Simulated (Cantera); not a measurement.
# Adiabatic ignition

An adiabatic, constant-pressure homogeneous reactor starts with CH₄ : C₂H₆ : O₂ : N₂ : CO₂ = 1 : 0.11 : 6.81 : 25.6 : 9.2 (molar parts), at 950 K and 1.58 atm.

Cantera simulation using GRI-Mech 3.0 (53 species, 325 reactions); the numbers are that mechanism's predictions, not measurements. Below about 1000 K GRI-Mech 3.0 lacks low-temperature oxidation paths.

```tsv
t (s)	T (K)	x CH₄	x C₂H₆	x O₂	x HCN	x H	x H₂
9.00e-6	950	0.0234	0.00257	0.159	<1e-12	<1e-12	<1e-12
2.62e-5	950	0.0234	0.00257	0.159	<1e-12	<1e-12	<1e-12
7.65e-5	950	0.0234	0.00257	0.159	<1e-12	<1e-12	<1e-12
0.000223	950	0.0234	0.00257	0.159	<1e-12	<1e-12	<1e-12
0.000651	950	0.0234	0.00257	0.159	<1e-12	<1e-12	<1e-12
0.00190	950	0.0234	0.00257	0.159	<1e-12	<1e-12	4.24e-12
0.00553	950	0.0234	0.00257	0.159	<1e-12	<1e-12	3.29e-11
0.0161	950	0.0234	0.00257	0.159	<1e-12	<1e-12	2.67e-10
0.0470	950	0.0234	0.00257	0.159	<1e-12	1.76e-12	3.38e-9
0.137	950	0.0234	0.00257	0.159	<1e-12	7.90e-11	2.36e-7
0.400	1509	<1e-12	<1e-12	0.103	<1e-12	2.40e-8	6.00e-7
```
x: mole fraction; the columns are a selection and need not sum to one.

```json
{
 "time_of_steepest_temperature_rise": "0.387 s",
 "temperature at 0.400 s": "1509 K",
 "equilibrium_temperature": "1507 K",
 "x(CH₄) at 0.400 s": "<1e-12 (gas-phase equilibrium <1e-12)",
 "x(C₂H₆) at 0.400 s": "<1e-12 (gas-phase equilibrium <1e-12)",
 "x(O₂) at 0.400 s": "0.103 (gas-phase equilibrium 0.103)"
}
```
